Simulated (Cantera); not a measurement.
## Nitride etching: BN + NF₃

A closed system holds: 1 mol BN, 2.9 mol NF₃, held at 700 K and 13.3 mbar.

Method: chemical equilibrium by Gibbs-energy minimisation in Cantera with the NASA 1993 tables (ideal gas, pure condensed phases). Candidate condensed phases: B, BN; 13 gas species. Equilibrium is a limit: real reactors are often held back by kinetics, nucleation or transport.

```
Property                             Value
-------------------------------  ---------
x(N₂)                                0.293
x(NF₃)                               0.260
x(F₂)                                0.225
x(BF₃)                               0.217
x(F)                               0.00592
gas amount                       4.615 mol
log10 activity of B(s) (absent)     -80.48
```
